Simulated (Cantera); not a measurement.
A Cantera script and its output.

```python
import numpy as np
import cantera as ct

gas = ct.Solution("h2o2.yaml")
gas.TPX = 698, 34000, {'H2': 1, 'O2': 0.25, 'N2': 0.85, 'H2O': 0.073}
flame = ct.FreeFlame(gas, width=0.085)
flame.set_refine_criteria(ratio=3, slope=0.08, curve=0.16)
flame.transport_model = "mixture-averaged"
flame.solve(loglevel=0, auto=True)
z, T = flame.grid, flame.T
thick = (T[-1] - T[0]) / np.gradient(T, z).max()
show = ['H2', 'O2', 'H2O', 'H2O2', 'OH', 'O']
print(f"laminar burning velocity  {flame.velocity[0] * 100:.3f} cm/s")
print(f"burnt temperature         {T[-1]:.1f} K")
print(f"thermal thickness         {thick * 1e3:.4f} mm")
print(f"grid points               {len(z)}")
z0 = z[flame.heat_release_rate.argmax()]
print(f"{'z/mm':>9s}{'T/K':>9s}{'u/(m/s)':>9s}" + "".join(f"{s:>11s}" for s in show))
rows = []
for k in (-3, -2, -1.5, -1, -0.5, -0.25, 0, 0.25, 0.5, 1, 2, 4, 8):
    zz = z0 + k * thick
    rows.append([k * thick, np.interp(zz, z, T), np.interp(zz, z, flame.velocity),
                 *(np.interp(zz, z, flame.X[gas.species_index(s)]) for s in show)])
    print(f"{rows[-1][0] * 1e3:9.3f}{rows[-1][1]:9.1f}{rows[-1][2]:9.3f}" + "".join(f"{x:11.3e}" for x in rows[-1][3:]))
```

Result:

```
laminar burning velocity  1092.020 cm/s
burnt temperature         2334.1 K
thermal thickness         1.9204 mm
grid points               128
     z/mm      T/K  u/(m/s)         H2         O2        H2O       H2O2         OH          O
   -5.761    698.0   10.920  4.602e-01  1.150e-01  3.359e-02  2.266e-12  8.607e-17  7.931e-16
   -3.841    698.0   10.920  4.602e-01  1.150e-01  3.359e-02  2.277e-12  4.107e-14  3.604e-13
   -2.881    698.0   10.920  4.602e-01  1.150e-01  3.359e-02  2.633e-12  5.481e-12  4.487e-11
   -1.920    698.0   10.920  4.602e-01  1.150e-01  3.359e-02  1.882e-10  1.731e-09  9.330e-09
   -0.960    707.0   11.047  4.586e-01  1.149e-01  3.421e-02  4.748e-07  2.751e-05  1.120e-05
   -0.480    827.6   12.782  4.350e-01  1.107e-01  4.634e-02  8.522e-07  3.276e-04  3.319e-04
    0.000   1188.0   17.893  3.060e-01  6.633e-02  1.395e-01  7.544e-07  2.553e-03  4.505e-03
    0.480   1446.6   21.571  2.002e-01  1.032e-02  2.482e-01  5.523e-07  4.857e-03  4.257e-03
    0.960   1549.0   22.947  1.914e-01  2.537e-03  2.652e-01  4.267e-07  5.619e-03  3.103e-03
    1.920   1659.5   24.385  1.995e-01  1.691e-03  2.685e-01  3.127e-07  6.501e-03  2.771e-03
    3.841   1785.9   25.987  2.101e-01  1.321e-03  2.718e-01  1.916e-07  7.153e-03  2.302e-03
    7.681   1917.2   27.606  2.207e-01  9.229e-04  2.761e-01  1.047e-07  7.261e-03  1.687e-03
   15.363   2041.8   29.099  2.304e-01  5.653e-04  2.809e-01  5.512e-08  6.682e-03  1.074e-03
```

Computed with Cantera and the H2/O2 subset of GRI-Mech 3.0, which has no nitrogen chemistry. Burning velocities carry a grid error of a few per cent, more on coarse grids.
